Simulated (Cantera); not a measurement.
Thermodynamics of boron, boron nitride and boron oxide, feed B2O3 + H2O + H2

A closed system holds: 1 mol B2O3, 0.052 mol H2O, 14 mol H2, equilibrated at 1725 K.

Cantera equilibrium calculation (NASA polynomials, part measured and part estimated; ideal gas, pure solids and liquids). Candidate condensed phases: B, B2O3, B3O3H3, H2O; 23 gas species. Rates play no part.

From 10.0 Pa to 1900 Pa nothing is condensed. From 7200 Pa to 100000 Pa the condensed part is B2O3(l). The main B-bearing gas is B2O3 at 10.0 Pa and HBO2 at 100000 Pa.

```tsv
P (Pa)	x H2	x HBO2	x B2O3	x HBO	x H	x BO	x B2O2	n B2O3(l)
10	0.881	0.0359	0.0303	0.0216	0.0174	0.00829	0.00232	0
37	0.891	0.0352	0.0317	0.0233	0.00911	0.00463	0.00268	0
140	0.896	0.0348	0.0325	0.0243	0.00470	0.00247	0.00290	0
520	0.899	0.0345	0.0329	0.0249	0.00244	0.00131	0.00302	0
1900	0.900	0.0344	0.0332	0.0251	0.00128	0.000693	0.00309	0
7200	0.937	0.0240	0.0160	0.0181	0.000670	0.000251	0.00154	0.434
27000	0.970	0.0128	0.00426	0.00940	0.000352	6.62e-5	0.000400	0.774
100000	0.984	0.00698	0.00115	0.00470	0.000184	1.71e-5	9.88e-5	0.899
```
x: gas mole fraction; n: condensed amount in mol.
